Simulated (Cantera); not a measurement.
Cantera run:

```python
import numpy as np
import cantera as ct

gas_names = """
    H HO2 H2 H2O H2O2 O OH O2 O3 Si SiH SiH2 SiH3 SiH4 SiO SiO2 Si2 Si3
""".split()
cond_names = """
    H2O(s) H2O(L) Si(cr) Si(L) SiO2(Lqz) SiO2(hqz) SiO2(L)
""".split()


def load(file, names, dense=False):
    # The tables refer to 1 bar. Condensed volumes are neglected.
    table = {s.name: s for s in ct.Species.list_from_file(file)}
    out = []
    for n in names:
        d = dict(table[n].input_data)
        d["thermo"] = dict(d["thermo"], **{"reference-pressure": 1e5})
        if dense:
            d["equation-of-state"] = {"model": "constant-volume", "density": "1e6 g/cm^3"}
        out.append(ct.Species.from_dict(d))
    return out


gas = ct.Solution(thermo="ideal-gas", species=load("nasa_gas.yaml", gas_names))
cond = {s.name: ct.Solution(thermo="fixed-stoichiometry", species=[s], name=s.name)
        for s in load("nasa_condensed.yaml", cond_names, dense=True)}
atoms = {
    'Si2H6': {'Si': 2, 'H': 6},
    'O2': {'O': 2},
    'H2': {'H': 2},
}
top_T = {}  # K; cautious upper limits of use, not melting points


def equilibrate(T, P, feed):
    n = {}
    for name, mol in feed.items():
        for a, k in atoms[name].items():
            n[a] = n.get(a, 0.0) + k * mol
    gas.TPX = T, P, n
    mass = sum(n.values()) * gas.mean_molecular_weight
    gas.equilibrate("TP")
    valid = [c for c in cond.values() if c.min_temp <= T <= top_T.get(c.name, c.max_temp)]
    mix = ct.Mixture([(gas, mass / gas.mean_molecular_weight)] + [(c, 0.0) for c in valid])
    mix.T, mix.P = T, P
    mix.equilibrate("TP", solver="vcs", rtol=1e-11, max_steps=5000)
    return mix


results = []
feed = {'Si2H6': 1, 'O2': 0.3, 'H2': 15}  # mol
T = 1573  # K
P = 14  # Pa
mix = equilibrate(T, P, feed)
results.append((T, P, feed, dict(zip(mix.species_names, mix.species_moles))))
print(gas.report(threshold=1e-06))
for i in range(1, mix.n_phases):
    print(f"{mix.phase(i).name:16s} {mix.phase_moles(i):12.5e} mol")
```

Result:

```
       temperature   1573 K
          pressure   14 Pa
           density   3.6154e-06 kg/m^3
  mean mol. weight   3.3775 kg/kmol
   phase of matter   gas

                          1 kg             1 kmol
                     ---------------   ---------------
          enthalpy        1.0815e+07        3.6526e+07  J
   internal energy        6.9423e+06        2.3448e+07  J
           entropy             76488        2.5834e+05  J/K
    Gibbs function        -1.095e+08       -3.6984e+08  J
 heat capacity c_p            9693.4             32739  J/K
 heat capacity c_v            7231.7             24425  J/K

                      mass frac. Y      mole frac. X     chem. pot. / RT
                     ---------------   ---------------   ---------------
                 H         0.0010069         0.0033739           -13.826
                H2           0.57542           0.96403           -27.653
                Si         0.0032659        0.00039276           -4.7041
               SiH         9.462e-05        1.0985e-05            -18.53
              SiH2        3.1528e-05        3.5376e-06           -32.357
               SiO           0.42016          0.032191           -48.805
     [  +12 minor]        1.8096e-05        1.0135e-06

Si(cr)            1.39237e+00 mol
SiO2(hqz)         0.00000e+00 mol
```

Cantera equilibrium calculation (NASA polynomials, part measured and part estimated; ideal gas, pure solids and liquids). The feed counts by its element totals alone.
